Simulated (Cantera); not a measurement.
Input: 1 mol SiH₄, 3 mol N₂, 0.32 mol H₂, equilibrated at 470 Pa.

Equilibrium computed with Cantera from the NASA thermochemical tables; the gas is ideal and each condensed phase is pure. Candidate condensed phases: Si, Si₃N₄; 18 gas species. N₂ is the only nitrogen source here; it is nearly inert below about 1500 K, so the nitride shown seldom forms there in practice. Gases not in the tables: Si₂H₆ and higher silanes. The numbers say what is thermodynamically allowed, not how fast it happens.

Q: Which condensed phases are stable at each of these points (T (K)): 898, 998, 1098, 1198, 1298, 1398, 1498, 1598, 1698, 1798, 1898, 1998?

A: 
```
T (K)  condensed phases  Si condensed (%)
-----  ----------------  ----------------
898            Si₃N₄(s)             100.0
998            Si₃N₄(s)             100.0
1098           Si₃N₄(s)             100.0
1198           Si₃N₄(s)             100.0
1298           Si₃N₄(s)             100.0
1398           Si₃N₄(s)             100.0
1498           Si₃N₄(s)             100.0
1598           Si₃N₄(s)             100.0
1698           Si₃N₄(s)              99.9
1798              Si(l)              99.6
1898              Si(l)              98.4
1998              Si(l)              94.6
```

From 898 K to 1698 K the condensed part is Si₃N₄(s). From 1798 K to 1998 K the condensed part is Si(l).
